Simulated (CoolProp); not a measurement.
Model: reference Helmholtz-energy equation of state, Lemmon 2003, in CoolProp. It is a pseudo-pure fit of the blend.

Question: For R410A, give the phase and the Z, cp (kJ/(kg K)), isothermal compressibility (1/MPa) at 207.2 K and 4.9 MPa.

Answer: 
- 207.2 K and 4.9 MPa: liquid; Z 0.147, cp 1.34, isothermal compressibility 0.00132
